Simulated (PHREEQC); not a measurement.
PHREEQC input (ion-association model, wateq4f.dat):

```
SOLUTION_MASTER_SPECIES
  An  An-  0  An  62.0  # stands for a non-complexing anion
SOLUTION_SPECIES
  An- = An-
    -log_k 0
    -gamma 3.0 0
PHASES
  Fix_H+
    H+ = H+
    -log_k 0
SOLUTION 1
  temp 25
  units mmol/kgw
  pH 7 charge
  Cl 0.62
  Ca 0.31
  Na 1
  An 1
END
SELECTED_OUTPUT 1
  -reset false
  -pH true
  -pe true
  -ionic_strength true
  -water true
  -totals Ca Cl Na
  -molalities Hfo_wOH Hfo_wOH2+ Hfo_wO- Hfo_sOH Hfo_sOH2+ Hfo_sO- Hfo_sOHCa+2 Hfo_wOCa+
  -saturation_indices Portlandite Halite
USER_PUNCH 1
  -headings sigma psi
  10 PUNCH EDL("sigma", "Hfo"), EDL("psi", "Hfo")
PRINT
  -reset false
USE solution 1
SURFACE 1
  Hfo_wOH 0.0094382 600 4.2
  Hfo_sOH 0.000235955
EQUILIBRIUM_PHASES 1
  Fix_H+ -3 HAn 10
    -force_equality true
  O2(g) -0.68 10
END
# ... the last block is repeated for the other 16 points of pH, with NaOH or the acid as the point needs
```

Selected output (columns that matter, 16 of 17 rows; pH added in front):

```
pH	mu	Ca	Cl	Na	m_Hfo_wOH	m_Hfo_wOH2+	m_Hfo_wO-	m_Hfo_sOH	m_Hfo_sOH2+	m_Hfo_sO-	si_Portlandite	si_Halite	sigma	psi
3	0.0070327	0.00031	0.00062	0.001	0.0015786	0.0078524	7.2697e-06	3.9464e-05	0.00019631	1.8174e-07	-20.458	-7.8665	0.30791	0.21256
3.5	0.0054392	0.00031	0.00062	0.001	0.003179	0.006222	3.7208e-05	7.9474e-05	0.00015555	9.302e-07	-19.442	-7.8581	0.24274	0.20695
4	0.0043098	0.00031	0.00062	0.001	0.0047733	0.0045501	0.00011472	0.00011933	0.00011375	2.8679e-06	-18.429	-7.8512	0.17408	0.19585
4.5	0.0034886	0.00031	0.00062	0.001	0.0059585	0.0032277	0.00025199	0.00014896	8.0691e-05	6.2998e-06	-17.418	-7.8455	0.11679	0.1808
5	0.0029142	0.00030999	0.00062	0.001	0.0066665	0.0023358	0.00043588	0.00016665	5.8391e-05	1.0896e-05	-16.409	-7.841	0.074569	0.16241
5.5	0.0025291	0.00030993	0.00062	0.001	0.0070167	0.0017922	0.00062933	0.00017536	4.4791e-05	1.5729e-05	-15.403	-7.8377	0.045645	0.14095
6	0.0022812	0.0003095	0.00062	0.001	0.0071639	0.0014798	0.0007945	0.00017874	3.6921e-05	1.9823e-05	-14.399	-7.8354	0.026932	0.11683
6.5	0.0021192	0.00030621	0.00062	0.001	0.0072192	0.0013012	0.00091756	0.00017777	3.2041e-05	2.2594e-05	-13.401	-7.8339	0.015332	0.090754
7.5	0.0017723	0.00020289	0.00062	0.0011126	0.0072335	0.0010469	0.001145	0.0001087	1.5732e-05	1.7206e-05	-11.573	-7.7839	0.0039008	0.037236
8	0.0016999	9.2145e-05	0.00062	0.0014103	0.0071833	0.00092408	0.0012792	5.3252e-05	6.8504e-06	9.4831e-06	-10.914	-7.6802	0.0010131	0.010685
8.5	0.0016636	1.9329e-05	0.00061999	0.0016265	0.007121	0.00084818	0.0013696	3.4e-05	4.0498e-06	6.5394e-06	-10.592	-7.6178	-0.0016039	-0.016915
9	0.0016958	2.3276e-06	0.00061999	0.0017519	0.0070895	0.00080499	0.0014303	3.1612e-05	3.5895e-06	6.3779e-06	-10.512	-7.5859	-0.0048283	-0.045265
9.5	0.0017804	2.559e-07	0.00061999	0.0019065	0.0070565	0.0007558	0.0015093	3.2281e-05	3.4576e-06	6.9046e-06	-10.472	-7.5501	-0.0097219	-0.073343
10	0.0019599	2.938e-08	0.00061999	0.0021946	0.0069923	0.00068047	0.001646	3.3924e-05	3.3014e-06	7.9858e-06	-10.416	-7.4909	-0.017979	-0.10046
10.5	0.0023825	3.7805e-09	0.00061998	0.0028109	0.0068436	0.0005624	0.0019078	3.6802e-05	3.0243e-06	1.0259e-05	-10.316	-7.3875	-0.032807	-0.12569
11	0.0034811	6.1636e-10	0.00061998	0.0042742	0.0064635	0.00039068	0.0024498	4.1538e-05	2.5107e-06	1.5744e-05	-10.125	-7.2146	-0.060739	-0.14738
```

Species that the database lacks are ignored. The oxide is taken as insoluble; below pH 4 it would dissolve.
